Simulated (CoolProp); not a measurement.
Computed with CoolProp (reference Helmholtz-energy equation of state, McLinden 2015).

Task: For the fluoroketone C6F12O (FK-5-1-12), give the phase and the Z, cp (kJ/(kg K)), cv (kJ/(kg K)), speed of sound (m/s) at 353.9 K and 508 kPa.

Result: 
- 353.9 K and 508 kPa: liquid; Z 0.0385, cp 1.16, cv 0.929, speed of sound 336
